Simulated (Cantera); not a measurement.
## Adiabatic ignition

An adiabatic, constant-volume homogeneous reactor starts with 25.8 % H2, 15.5 % O2, 58.6 % N2, at 1475 K and 1.01 bar.

Model: GRI-Mech 3.0 (53 species, 325 reactions), integrated in Cantera.

| t (s) | T (K) | P (bar) | x H2 | x O2 | x OH | x H | x N2O | x H2O2 |
|---|---|---|---|---|---|---|---|---|
| 2.00e-6 | 1475 | 1.01 | 0.258 | 0.155 | 1.23e-7 | 9.16e-7 | <1e-12 | 4.13e-9 |
| 4.33e-6 | 1475 | 1.01 | 0.258 | 0.155 | 1.51e-6 | 1.09e-5 | 2.19e-12 | 1.99e-8 |
| 9.38e-6 | 1477 | 1.01 | 0.255 | 0.154 | 0.000252 | 0.00176 | 2.99e-10 | 4.83e-7 |
| 2.03e-5 | 2090 | 1.39 | 0.0481 | 0.0463 | 0.0290 | 0.0703 | 1.09e-7 | 7.02e-7 |
| 4.40e-5 | 2702 | 1.72 | 0.0406 | 0.0373 | 0.0386 | 0.0300 | 3.20e-7 | 4.43e-7 |
| 9.53e-5 | 2936 | 1.84 | 0.0335 | 0.0334 | 0.0378 | 0.0181 | 8.18e-7 | 8.49e-7 |
| 0.000206 | 2938 | 1.84 | 0.0335 | 0.0319 | 0.0371 | 0.0177 | 8.57e-7 | 8.48e-7 |
| 0.000447 | 2933 | 1.84 | 0.0339 | 0.0301 | 0.0361 | 0.0175 | 9.18e-7 | 8.17e-7 |
| 0.000969 | 2929 | 1.83 | 0.0342 | 0.0289 | 0.0355 | 0.0174 | 9.84e-7 | 7.96e-7 |
| 0.00210 | 2928 | 1.83 | 0.0342 | 0.0287 | 0.0354 | 0.0173 | 9.97e-7 | 7.92e-7 |
| 0.00454 | 2928 | 1.83 | 0.0342 | 0.0287 | 0.0354 | 0.0173 | 9.97e-7 | 7.92e-7 |
| 0.00984 | 2928 | 1.83 | 0.0342 | 0.0287 | 0.0354 | 0.0173 | 9.97e-7 | 7.92e-7 |
| 0.0213 | 2928 | 1.83 | 0.0342 | 0.0287 | 0.0354 | 0.0173 | 9.97e-7 | 7.92e-7 |
| 0.0462 | 2928 | 1.83 | 0.0342 | 0.0287 | 0.0354 | 0.0173 | 9.97e-7 | 7.92e-7 |
| 0.100 | 2928 | 1.83 | 0.0342 | 0.0287 | 0.0354 | 0.0173 | 9.97e-7 | 7.92e-7 |
x: mole fraction; the columns are a selection and need not sum to one.

```json
{
 "time_of_steepest_temperature_rise": "14.0 µs",
 "temperature at 0.100 s": "2928 K",
 "equilibrium_temperature": "2928 K",
 "x(H2) at 0.100 s": "0.0342 (gas-phase equilibrium 0.0342)",
 "x(O2) at 0.100 s": "0.0287 (gas-phase equilibrium 0.0287)",
 "x(OH) at 0.100 s": "0.0354 (gas-phase equilibrium 0.0354)"
}
```
